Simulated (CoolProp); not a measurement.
Ethylbenzene along the isobar 0.101 MPa: Z from the reference equation and from simpler models built on Tc = 617.1 K, pc = 3.622 MPa, ω = 0.304; each cubic takes its own stable root.

Model: reference Helmholtz-energy equation of state, Zhou 2012, in CoolProp.

| T (K) | phase | reference | van der Waals | Peng-Robinson |
|---|---|---|---|---|
| 368.2 | liquid | 0.004379 | 0.9721 | 0.004388 |
| 379.3 | liquid | 0.004307 | 0.9739 | 0.004311 |
| 390.5 | liquid | 0.004241 | 0.9756 | 0.004241 |
| 401.6 | liquid | 0.004182 | 0.9771 | 0.004180 |
| 412.7 | gas | 0.9573 | 0.9785 | 0.9646 |
| 423.9 | gas | 0.9615 | 0.9798 | 0.9672 |
| 435 | gas | 0.9651 | 0.9809 | 0.9695 |
| 446.2 | gas | 0.9684 | 0.9820 | 0.9717 |
| 457.3 | gas | 0.9712 | 0.9830 | 0.9736 |
| 468.5 | gas | 0.9737 | 0.9839 | 0.9754 |

At some of these states van der Waals gives the other phase, because its saturation line lies elsewhere.
